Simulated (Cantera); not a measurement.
Equilibrium for silicon carbide growth: (CH3)2SiCl2 + C3H8 + H2

Feed: 1 mol (CH3)2SiCl2, 0.14 mol C3H8, 2.8 mol H2, at 0.00190 bar.

Method: chemical equilibrium by Gibbs-energy minimisation in Cantera with the NASA 1993 tables (ideal gas, pure condensed phases). Candidate condensed phases: C, C6H6, C7H8, C8H18, Si, SiC; 109 gas species. The feed counts by its element totals alone. The tables' values for SiCl, SiCl3 are old estimates; treat these amounts as uncertain. Gases not in the tables: Si2H6 and higher silanes. Equilibrium is a limit: real reactors are often held back by kinetics, nucleation or transport.

```json
[
 {"T (K)": "1673", "x H2": "0.731", "x HCl": "0.262", "x H": "0.00223", "x Si": "2.94e-6", "x Cl": "0.000624", "x SiCl2": "0.00451", "x SiC2": "1.92e-8", "n C(graphite)": "1.45", "n SiC(s)": "0.966"},
 {"T (K)": "1723", "x H2": "0.731", "x HCl": "0.259", "x H": "0.00358", "x Si": "8.63e-6", "x Cl": "0.000983", "x SiCl2": "0.00531", "x SiC2": "7.86e-8", "n C(graphite)": "1.46", "n SiC(s)": "0.960"},
 {"T (K)": "1773", "x H2": "0.730", "x HCl": "0.257", "x H": "0.00558", "x Si": "2.38e-5", "x Cl": "0.00151", "x SiCl2": "0.00617", "x SiC2": "2.96e-7", "n C(graphite)": "1.46", "n SiC(s)": "0.954"},
 {"T (K)": "1823", "x H2": "0.728", "x HCl": "0.254", "x H": "0.00848", "x Si": "6.22e-5", "x Cl": "0.00225", "x SiCl2": "0.00707", "x SiC2": "1.03e-6", "n C(graphite)": "1.47", "n SiC(s)": "0.946"},
 {"T (K)": "1873", "x H2": "0.726", "x HCl": "0.250", "x H": "0.0126", "x Si": "0.000154", "x Cl": "0.00329", "x SiCl2": "0.00801", "x SiC2": "3.38e-6", "n C(graphite)": "1.48", "n SiC(s)": "0.938"},
 {"T (K)": "1923", "x H2": "0.721", "x HCl": "0.246", "x H": "0.0184", "x Si": "0.000364", "x Cl": "0.00470", "x SiCl2": "0.00896", "x SiC2": "1.04e-5", "n C(graphite)": "1.49", "n SiC(s)": "0.929"},
 {"T (K)": "1973", "x H2": "0.715", "x HCl": "0.240", "x H": "0.0262", "x Si": "0.000823", "x Cl": "0.00657", "x SiCl2": "0.00988", "x SiC2": "3.00e-5", "n C(graphite)": "1.50", "n SiC(s)": "0.916"},
 {"T (K)": "2023", "x H2": "0.707", "x HCl": "0.234", "x H": "0.0366", "x Si": "0.00179", "x Cl": "0.00900", "x SiCl2": "0.0108", "x SiC2": "8.22e-5", "n C(graphite)": "1.51", "n SiC(s)": "0.899"},
 {"T (K)": "2073", "x H2": "0.694", "x HCl": "0.226", "x H": "0.0503", "x Si": "0.00373", "x Cl": "0.0121", "x SiCl2": "0.0115", "x SiC2": "0.000214", "n C(graphite)": "1.53", "n SiC(s)": "0.872"},
 {"T (K)": "2123", "x H2": "0.677", "x HCl": "0.216", "x H": "0.0677", "x Si": "0.00753", "x Cl": "0.0159", "x SiCl2": "0.0121", "x SiC2": "0.000534", "n C(graphite)": "1.57", "n SiC(s)": "0.825"},
 {"T (K)": "2173", "x H2": "0.653", "x HCl": "0.204", "x H": "0.0894", "x Si": "0.0147", "x Cl": "0.0204", "x SiCl2": "0.0125", "x SiC2": "0.00127", "n C(graphite)": "1.63", "n SiC(s)": "0.741"},
 {"T (K)": "2223", "x H2": "0.619", "x HCl": "0.189", "x H": "0.116", "x Si": "0.0278", "x Cl": "0.0256", "x SiCl2": "0.0125", "x SiC2": "0.00292", "n C(graphite)": "1.74", "n SiC(s)": "0.583"},
 {"T (K)": "2273", "x H2": "0.572", "x HCl": "0.170", "x H": "0.146", "x Si": "0.0512", "x Cl": "0.0313", "x SiCl2": "0.0121", "x SiC2": "0.00643", "n C(graphite)": "1.96", "n SiC(s)": "0.279"},
 {"T (K)": "2323", "x H2": "0.521", "x HCl": "0.155", "x H": "0.180", "x Si": "0.0721", "x Cl": "0.0385", "x SiCl2": "0.00947", "x SiC2": "0.0108", "n C(graphite)": "2.13", "n SiC(s)": "0"}
]
```
x: gas mole fraction; n: condensed amount in mol.

From 1673 K to 2273 K the condensed part is C(graphite) + SiC(s). At 2323 K the condensed part is C(graphite). The main Si-bearing gas is SiCl2 at 1673 K and Si at 2323 K. The share of Si in condensed phases is highest at 1673 K (96.6 %) and lowest at 2323 K (0.0 %).
